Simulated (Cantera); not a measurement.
A closed system holds: 1 mol Si, 2.4 mol N₂O, 7.5 mol H₂, equilibrated at 1.30e-5 bar.

Equilibrium computed with Cantera from the NASA thermochemical tables; the gas is ideal and each condensed phase is pure. Candidate condensed phases: H₂O, Si, SiO₂, Si₂N₂O, Si₃N₄; 35 gas species. The tables hold silica as quartz up to 1696 K and as liquid above; real silica turns to tridymite and cristobalite and melts near 1996 K. Kinetics and transport are ignored.

**Question.** Which condensed phases are stable at each of these points (T (K)): 900, 1000, 1100, 1200, 1300, 1400, 1500, 1600, 1700, 1800, 1900, 2000, 2100, 2200?

**Answer.** 
```csv
T (K),condensed phases,Si condensed (%)
900,SiO₂(β-quartz),100.0
1000,SiO₂(β-quartz),100.0
1100,SiO₂(β-quartz),100.0
1200,SiO₂(β-quartz),100.0
1300,SiO₂(β-quartz),100.0
1400,SiO₂(β-quartz),99.9
1500,SiO₂(β-quartz),97.8
1600,SiO₂(β-quartz),77.9
1700,gas only,0.0
1800,gas only,0.0
1900,gas only,0.0
2000,gas only,0.0
2100,gas only,0.0
2200,gas only,0.0
```

From 900 K to 1600 K the condensed part is SiO₂(β-quartz). From 1700 K to 2200 K nothing is condensed.
